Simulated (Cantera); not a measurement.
Charge: 1 mol Si, 7.8 mol HBr, a varied amount of N2, equilibrated at 0.0133 bar.

These are equilibrium values from Cantera (NASA tables, ideal gas, pure condensed phases), not measurements of a reactor. Candidate condensed phases: Br2, Si, Si3N4; 28 gas species. N2 is the only nitrogen source here; it is nearly inert below about 1500 K, so the nitride shown seldom forms there in practice. The tables' values for SiBr3 are old estimates. Kinetics and transport are ignored.

Stable condensed phases, one row left out:

```
T in K \ n(N2) in mol
         0.15 0.25 0.43 0.74  1.3  2.2  3.7  6.3
   1573     A    A    A    A    A    A    A    A
   1523     A    A    A    A    A    A    A    A
   1473     A    A    A    A    A    A    A    A
   1373     A    A    A    A    B    B    B    B
   1323     A    A    B    B    B    B    B    B
   1273     A    B    B    B    B    B    B    B
   1223     B    B    B    B    B    B    B    B
   1173     B    B    B    B    B    B    B    B
   1123     B    B    B    B    B    B    B    B
   1073     B    B    B    B    B    B    B    B
   1023     B    B    B    B    B    B    B    B
    973     B    B    B    B    B    B    B    B
    923     B    B    B    B    B    B    B    B
```

A: gas only; B: Si3N4.

Q: Give the row for 1423 K.

A: 0.15: gas only; 0.25: gas only; 0.43: gas only; 0.74: gas only; 1.3: gas only; 2.2: gas only; 3.7: gas only; 6.3: Si3N4.
